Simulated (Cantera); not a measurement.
Cantera run:

```python
import numpy as np
import cantera as ct

gas_names = [...]  # 110 gases of nasa_gas.yaml made of C, F, H
cond_names = """
    C(gr) C6H6(L) C7H8(L) C8H18(L),n-octa
""".split()


# ... load() reads the species with a 1 bar reference pressure and builds the phases ...
atoms = {
    'CF4': {'C': 1, 'F': 4},
    'H2': {'H': 2},
}
top_T = {'C(gr)': 4500}  # K; cautious upper limits of use, not melting points


# ... equilibrate(T, P, feed) seeds the gas with the atoms and calls Mixture.equilibrate('TP', solver="vcs", rtol=1e-11, max_steps=5000) ...
results = []
feed = {'CF4': 1, 'H2': 3.5}  # mol
P = 13332.2  # Pa
for T in [2500, 3000, 3500, 4000, 4500, 5000]:
    mix = equilibrate(T, P, feed)
    results.append((T, P, feed, dict(zip(mix.species_names, mix.species_moles))))

top = {s: max(r[3][s] / sum(r[3][g] for g in gas_names) for r in results) for s in gas_names}
cols = sorted((s for s in top if top[s] > 0.001), key=lambda s: -top[s])[:5]
seen = [c for c in cond_names if any(r[3].get(c, 0) > 1e-12 for r in results)]
print("log10 of partial pressures in bar; condensed amounts in mol")
print(f"{'T/K':>10s}" + "".join(f"{s[:9]:>10s}" for s in cols + seen))
for T, P, feed, n in results:
    ng = sum(n[g] for g in gas_names)
    print(f"{T:10.4g}" + "".join(f"{np.log10(max(n[s] / ng * P / 1e5, 1e-99)):10.3f}" for s in cols)
          + "".join(f"{n.get(c, 0):10.4g}" for c in seen))
```

It prints:

```
log10 of partial pressures in bar; condensed amounts in mol
       T/K        HF         H         F        H2         C     C(gr)
      2500    -1.021    -2.340    -4.561    -1.480    -6.779    0.9692
      3000    -1.058    -1.645    -3.225    -1.686    -4.295     0.802
      3500    -1.188    -1.325    -2.190    -2.193    -2.825         0
      4000    -1.547    -1.179    -1.579    -2.762    -2.177         0
      4500    -2.184    -1.125    -1.398    -3.328    -1.986         0
      5000    -2.836    -1.113    -1.362    -3.843    -1.961         0
```

Equilibrium computed with Cantera from the NASA thermochemical tables; the gas is ideal and each condensed phase is pure.
